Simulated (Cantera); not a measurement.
Feed: 1 mol SiO₂, 0.15 mol Al₂O₃, 0.15 mol N₂, at 0.100 bar.

Equilibrium computed with Cantera from the NASA thermochemical tables; the gas is ideal and each condensed phase is pure. Candidate condensed phases: Al, AlN, Al₂O₃, Al₂SiO₅, Al₆Si₂O₁₃, Si, SiO₂, Si₂N₂O, Si₃N₄; 23 gas species. Mutual solubility and eutectic melting of coexisting phases are not modelled. The tables hold silica as quartz up to 1696 K and as liquid above; real silica turns to tridymite and cristobalite and melts near 1996 K. Condensed phases not in the tables: alloys, solid solutions and most ternary compounds. Rates play no part.

x: gas mole fraction; n: condensed amount in mol.

```tsv
T (K)	x N₂	x SiO	x NO	x O₂	x O	x SiO₂	x N	n Al₆Si₂O₁₃(mullite)	n SiO₂(β-quartz)	n SiO₂(condensed)	n SiO₂(l)
1350	1.00	3.39e-10	?	<1e-12	<1e-12	<1e-12	<1e-12	0.0500	0.900	0	0
1450	1.00	5.19e-9	?	4.90e-12	1.41e-11	4.16e-12	<1e-12	0.0500	0.900	0	0
1550	1.00	5.54e-8	?	2.05e-10	3.54e-10	9.85e-11	<1e-12	0.0500	0.900	0	0
1650	1.000	4.45e-7	?	5.33e-9	5.98e-9	1.58e-9	6.30e-12	0.0500	0.900	0	0
1750	1.000	2.82e-6	?	9.00e-8	7.10e-8	1.80e-8	4.63e-11	0.0500	0	0.900	0
1850	1.000	1.49e-5	?	1.03e-6	6.20e-7	1.55e-7	2.75e-10	0.0500	0	0.900	0
1950	1.000	6.87e-5	?	8.47e-6	4.16e-6	1.05e-6	1.36e-9	0.0500	0	0.900	0
2050	0.999	0.000282	?	5.21e-5	2.22e-5	5.92e-6	5.77e-9	0.0500	0	0	0.900
```

Q: What belongs in the gaps?

A: 
- 1350, x NO: 3.45e-10
- 1450, x NO: 5.17e-9
- 1550, x NO: 5.46e-8
- 1650, x NO: 4.28e-7
- 1750, x NO: 2.57e-6
- 1850, x NO: 1.22e-5
- 1950, x NO: 4.76e-5
- 2050, x NO: 0.000155
